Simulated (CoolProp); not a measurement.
A simple Rankine cycle with neopentane: condensing at 306.15 K, boiler at 2.31 MPa, turbine inlet 415.6 K, turbine efficiency 0.65, pump efficiency 0.8, no recuperator. Each further row changes one setting.

The numbers come from the reference Helmholtz-energy equation of state, Lemmon 2006 in CoolProp. It is a short technical equation, of lower accuracy than the large ones.

```tsv
case	thermal efficiency (%)	net work (kJ/kg)	heat in (kJ/kg)	turbine exit temperature (K)	volume ratio over the turbine
as stated	11.2	50.2	449	359.4	14.9
turbine inlet 435.6 K	11.1	56.6	510	386.1	?
condensing temperature 298.15 K	12.0	56.3	?	355.7	19.1
boiler pressure 1.62 MPa	10.0	?	481	?	8.46
turbine efficiency 0.55	?	?	449	?	?
```

Problem. Complete the blanks.

Solution. 
- turbine inlet 435.6 K, volume ratio over the turbine: 13.0
- condensing temperature 298.15 K, heat in (kJ/kg): 467
- boiler pressure 1.62 MPa, net work (kJ/kg): 48.3
- boiler pressure 1.62 MPa, turbine exit temperature (K): 376.2
- turbine efficiency 0.55, thermal efficiency (%): 9.3
- turbine efficiency 0.55, net work (kJ/kg): 41.8
- turbine efficiency 0.55, turbine exit temperature (K): 363.6
- turbine efficiency 0.55, volume ratio over the turbine: 15.1
